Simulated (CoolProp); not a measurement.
c-C4F8 (RC318) along the isobar 7.33 bar: Z from the reference equation and from simpler models built on Tc = 115.2 °C, pc = 27.78 bar, ω = 0.355; each cubic takes its own stable root.

Model: reference Helmholtz-energy equation of state, Platzer 1990, in CoolProp. This equation is an older, rougher fit; its heat capacities, sound speeds and derivatives of the liquid may be far off and weren't checked against measurements.

| T (°C) | phase | reference |
|---|---|---|
| 35.55 | liquid | 0.03921 |
| 39.95 | liquid | 0.03918 |
| 44.25 | liquid | 0.03918 |
| 48.55 | liquid | 0.03922 |
| 52.85 | liquid | 0.03930 |
| 57.15 | gas | 0.8177 |
| 61.45 | gas | 0.8280 |
| 65.85 | gas | 0.8376 |
| 70.15 | gas | 0.8462 |
| 74.45 | gas | 0.8541 |
| 78.75 | gas | 0.8614 |
| 83.05 | gas | 0.8681 |
| 87.45 | gas | 0.8746 |

**Question.** How far does each simpler model (van der Waals, Redlich-Kwong, Soave-Redlich-Kwong, Peng-Robinson) lie from the reference over these 13 states: mean and median of the absolute difference, and the worst?

**Answer.** 
- van der Waals: mean 801.8 %, median 5.6 %, worst +2100.8 % at 52.85 °C and 7.33 bar
- Redlich-Kwong: mean 463.5 %, median 2.0 %, worst +2012.2 % at 52.85 °C and 7.33 bar
- Soave-Redlich-Kwong: mean 3.4 %, median 0.3 %, worst +9.4 % at 52.85 °C and 7.33 bar
- Peng-Robinson: mean 2.6 %, median 1.5 %, worst -5.2 % at 35.55 °C and 7.33 bar

At some of these states van der Waals, Redlich-Kwong gives the other phase, because its saturation line lies elsewhere.
